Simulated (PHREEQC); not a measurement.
Dissolve 13 mmol/kgw H2SO4, 0.069 mmol/kgw CaCl2 and 0.33 mmol/kgw KBr at 40 °C. Closed to the air; pH follows from the charge balance.

Computed with PHREEQC (ion-association model, phreeqc.dat).

Problem. The ionic strength comes out as 0.0242 mol/kgw. What activity coefficients do CaHSO4+, Br-, SO4-2, KSO4-, HSO4- get?

Solution. CaHSO4+ 0.86, Br- 0.85, SO4-2 0.55, KSO4- 0.86, HSO4- 0.86.

Precipitation was switched off in this run. Away from 25 °C the constants follow the database's enthalpies or fits; those with neither stay at their 25 °C values.
